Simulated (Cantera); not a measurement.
Feed: 1 mol MgO, 2.4 mol SO3, 7.9 mol N2, held at 0.133 bar.

Method: chemical equilibrium by Gibbs-energy minimisation in Cantera with the NASA 1993 tables (ideal gas, pure condensed phases). Candidate condensed phases: Mg, MgO, MgS, MgSO4, S; 22 gas species. Mutual solubility and eutectic melting of coexisting phases are not modelled. Kinetics and transport are ignored.

**Question.** Which condensed phases are stable at each of these points (T (°C)): 852, 902, 952, 1002, 1052, 1102, 1152, 1202, 1252, 1302, 1352, 1402?

**Answer.** 
| T (°C) | condensed phases | Mg condensed (%) |
|---|---|---|
| 852 | MgSO4(s) | 100.0 |
| 902 | MgO(s) + MgSO4(s) | 100.0 |
| 952 | MgO(s) | 100.0 |
| 1002 | MgO(s) | 100.0 |
| 1052 | MgO(s) | 100.0 |
| 1102 | MgO(s) | 100.0 |
| 1152 | MgO(s) | 100.0 |
| 1202 | MgO(s) | 100.0 |
| 1252 | MgO(s) | 100.0 |
| 1302 | MgO(s) | 100.0 |
| 1352 | MgO(s) | 100.0 |
| 1402 | MgO(s) | 100.0 |

At 852 °C the condensed part is MgSO4(s). At 902 °C the condensed part is MgO(s) + MgSO4(s). From 952 °C to 1402 °C the condensed part is MgO(s).
